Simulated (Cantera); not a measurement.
A perfectly stirred reactor is fed with 13.6 % CH₄, 18.1 % O₂, 68.3 % N₂, equivalence ratio 1.5, at 10.0 bar; it is adiabatic with a 300 K inlet, and is followed from long to short residence time, starting on the burning branch (τ in s: 0.14, 0.071, 0.036, 0.019, 0.0096, 0.005, 0.0025, 0.0013, 0.00067, 0.00035, 0.00018, 9.2e-05, 4.7e-05).

Model: GRI-Mech 3.0 (53 species, 325 reactions), integrated in Cantera.

Predict: blow-out, bracketed by the residence times tried; x(CH₄) at τ = 0.140 s; x(O₂) at τ = 0.140 s; x(NO) at τ = 0.140 s; x(CH₂CO) at τ = 0.140 s; x(C₂H₄) at τ = 0.140 s; x(CH₄) at τ = 2.50 ms; x(O₂) at τ = 2.50 ms; x(NO) at τ = 2.50 ms; x(CH₂CO) at τ = 2.50 ms; x(C₂H₄) at τ = 2.50 ms.


```
Item                                                                            Result
------------------------------------------------  ------------------------------------
blow-out, bracketed by the residence times tried  burning at 0.670 ms, out at 0.350 ms
x(CH₄) at τ = 0.140 s                                                          0.00243
x(O₂) at τ = 0.140 s                                                           9.50e-5
x(NO) at τ = 0.140 s                                                           3.92e-6
x(CH₂CO) at τ = 0.140 s                                                        2.38e-6
x(C₂H₄) at τ = 0.140 s                                                         1.15e-5
x(CH₄) at τ = 2.50 ms                                                          0.00994
x(O₂) at τ = 2.50 ms                                                           0.00334
x(NO) at τ = 2.50 ms                                                           1.72e-6
x(CH₂CO) at τ = 2.50 ms                                                        6.87e-5
x(C₂H₄) at τ = 2.50 ms                                                        0.000259
```
